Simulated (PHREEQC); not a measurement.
Solution (94 °C): 0.015 mol/kgw HNO3, 0.0012 mol/kgw Fe(NO3)3 and 0.00033 mol/kgw KH2PO4. Closed to the air; pH follows from the charge balance.

The numbers come from PHREEQC with the ion-association model, wateq4f.dat.

Precipitation was switched off in this run.

Q: Predict the pH, ionic strength.

A: pH 1.86; ionic strength 0.0200 mol/kgw.

Q: In which forms is P present?

A: FeH2PO4+2 75 %, H3PO4 19 %, H2PO4- 5.6 % of the P.

Examples of supersaturated solids here: Strengite, Hematite (slow to form). Others may be too. H3PO4, which wateq4f.dat lacks, is added to it with the constant of phreeqc.dat. At this temperature some constants are extrapolated from 25 °C, and those without enthalpy data are left unchanged.
